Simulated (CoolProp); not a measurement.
Vapour-liquid equilibrium of methanol (1) + acetone (2) at 119.55 °C; x and y are mole fractions of (1).

The numbers come from the multi-fluid Helmholtz-energy mixture model, de Reuck 1993 and Lemmon 2006; pair parameters Bell 2016 in CoolProp.

```tsv
x	bubble pressure, mixture model (bar)	bubble pressure, Raoult's law (bar)	y, mixture model	y, Raoult's law
0.05	6.136	6.003	0.068	0.053
0.2	6.494	6.054	0.243	0.209
0.35	6.727	6.106	0.387	0.363
0.5	6.847	6.157	0.516	0.514
0.65	6.856	6.208	0.639	0.663
0.8	6.743	6.259	0.772	0.809
0.95	6.468	6.311	0.933	0.953
```

The largest gap from Raoult's law is +11.2 % in bubble pressure, at x = 0.5. y crosses x between x = 0.5 and 0.65: the model has an azeotrope there.

The pair parameters rest on a limited set of measurements; away from them the model extrapolates.
